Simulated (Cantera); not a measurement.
Charge: 1 mol MgF2, 1.3 mol H2O, 22 mol H2, at 128 Torr.

Cantera equilibrium calculation (NASA polynomials, part measured and part estimated; ideal gas, pure solids and liquids). Candidate condensed phases: H2O, Mg, MgF2, MgO, Mg(OH)2; 31 gas species. The tables' values for MgH are old estimates; treat these amounts as uncertain. The numbers say what is thermodynamically allowed, not how fast it happens. All values below are at 1802 °C.

Base state: H2 0.882, HF 0.0699, H2O 0.0271, Mg 0.00817, H 0.00607, MgF2 0.00462, MgF 0.00210, MgOH 5.48e-5 (mole fractions); condensed: MgO(s).

Task: What changes in the equilibrium state with this change: pressure from 128 Torr to 0.000825 Torr?

Result: 
| species | before | after |
|---|---|---|
| H | 0.00607 | 0.803 |
| H2 | 0.882 | 0.0999 |
| HF | 0.0699 | 0.0452 |
| O | 1.05e-7 | 0.0212 |
| H2O | 0.0271 | 0.00400 |
| Mg | 0.00817 | 0.0227 |
| O2 | 1.38e-9 | 0.000362 |
| MgF2 | 0.00462 | 3.07e-7 |
| MgO(s), mol | 0.631 | 0 |

Task: What changes in the equilibrium state with this change: H2O from 1.3 to 8.5 mol?

Result: 
| species | before | after |
|---|---|---|
| H2 | 0.882 | 0.692 |
| H2O | 0.0271 | 0.238 |
| HF | 0.0699 | 0.0622 |
| Mg | 0.00817 | 0.000729 |
| MgH | 5.13e-5 | 4.06e-6 |
| MgF | 0.00210 | 0.000188 |
| MgF2 | 0.00462 | 0.000416 |
| OH | 2.13e-5 | 0.000211 |
| Mg(OH)2 | 1.90e-6 | 1.67e-5 |
| MgO(s), mol | 0.631 | 0.956 |
